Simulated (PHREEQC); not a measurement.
Dissolve 0.0095 mol H3PO4, 0.000175 mol Na2SO4 and 0.0006 mol NaCl per kg of water at 20 °C. Closed to the air; pH follows from the charge balance.

Model: ion-association model, wateq4f.dat, run in PHREEQC.

```json
{
  "pH": "2.28",
  "ionic_strength": "0.00673 mol/kgw",
  "total_alkalinity": "-9.50 meq/kg"
}
```

| species | molality | activity | log γ |
|---|---|---|---|
| H2PO4- | 0.00570 | 0.00524 | -0.036 |
| H+ | 0.00566 | 0.00524 | -0.033 |
| H3PO4 | 0.00380 | 0.00380 | 0.001 |
| Na+ | 0.000950 | 0.000872 | -0.037 |
| Cl- | 0.000600 | 0.000550 | -0.038 |
| SO4-2 | 0.000129 | 9.19e-5 | -0.147 |
| HSO4- | 4.58e-5 | 4.20e-5 | -0.037 |
| NaSO4- | 4.23e-7 | 3.89e-7 | -0.036 |
| HPO4-2 | 8.46e-8 | 6.04e-8 | -0.146 |

Precipitation was switched off in this run. Complexes and solids missing from the database can't appear. H3PO4, which wateq4f.dat lacks, is added to it with the constant of phreeqc.dat.
